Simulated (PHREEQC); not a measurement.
Make-up at 4.2 °C: 0.99 mol/kgw NaHSO4, 0.0021 mol/kgw NH4HCO3, 0.00066 mol/kgw (NH4)2SO4 and 0.014 mol/kgw NaHS. Closed to the air; pH follows from the charge balance.

Computed with PHREEQC (ion-association model, wateq4f.dat).

```json
[
 {"quantity": "pH", "before": "0.64", "after": "8.87"},
 {"quantity": "ionic strength (mol/kgw)", "before": "1.39", "after": "0.0178"},
 {"quantity": "Na+ (mol/kgw)", "before": "0.880", "after": "0.0140"},
 {"quantity": "HSO4- (mol/kgw)", "before": "0.667", "after": "3.70e-11"},
 {"quantity": "SO4-2 (mol/kgw)", "before": "0.199", "after": "0.000622"},
 {"quantity": "NaSO4- (mol/kgw)", "before": "0.124", "after": "2.28e-5"},
 {"quantity": "SI of Mirabilite (Na2SO4:10H2O)", "before": "+0.08", "after": "-5.09"}
]
```

Task: What was changed between the two runs?
A. diluted 5-fold with water
B. NaHS left out
C. NH4HCO3 left out
D. NaHSO4 left out

Result: D, NaHSO4 left out

Precipitation was switched off in this run. The ionic strength passes 0.7 mol/kgw, the rough limit of the ion-association models, in before. Some of these states are supersaturated (in Mirabilite, for instance). Away from 25 °C the constants follow the database's enthalpies or fits; those with neither stay at their 25 °C values.
